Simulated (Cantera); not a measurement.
Hydrocarbon pyrolysis for carbon deposition

An isothermal, constant-pressure homogeneous reactor starts with 11.1 % C2H6, 88.9 % N2, at 1398 K and 16000 Pa.

Computed with Cantera and GRI-Mech 3.0 (53 species, 325 reactions). GRI-Mech 3.0 stops at C3 and has no aromatics, soot or wall deposition, so with more carbon than oxygen in the feed, carbon stays in small species such as C2H2 where larger ones or solid carbon would form.

| t (s) | x C2H6 | x H2 | x CH4 | x CH2 | x CH3 | x C2H |
|---|---|---|---|---|---|---|
| 2.00e-5 | 0.111 | 6.39e-6 | 1.24e-5 | 4.21e-9 | 0.000186 | <1e-12 |
| 8.43e-5 | 0.110 | 0.000414 | 0.000187 | 1.08e-7 | 0.000615 | <1e-12 |
| 0.000356 | 0.0991 | 0.00785 | 0.00212 | 4.86e-7 | 0.00130 | 3.33e-10 |
| 0.00150 | 0.0559 | 0.0396 | 0.0120 | 4.22e-7 | 0.00106 | 2.87e-9 |
| 0.00632 | 0.00454 | 0.0900 | 0.0277 | 8.19e-8 | 0.000288 | 1.00e-8 |
| 0.0267 | 0.000105 | 0.113 | 0.0285 | 2.44e-9 | 4.38e-5 | 3.40e-9 |
| 0.112 | 9.48e-6 | 0.127 | 0.0281 | 2.85e-10 | 1.48e-5 | 1.51e-9 |
| 0.474 | 4.88e-6 | 0.141 | 0.0276 | 2.17e-10 | 1.29e-5 | 1.67e-9 |
| 2.00 | 3.80e-6 | 0.145 | 0.0270 | 2.02e-10 | 1.24e-5 | 1.71e-9 |
x: mole fraction; the columns are a selection and need not sum to one.

Equilibrium at this temperature and pressure: C2H6 5.93e-7, H2 0.172, CH4 0.00680, CH2 8.07e-11, CH3 3.91e-6, C2H 1.28e-9 (gas phase only).
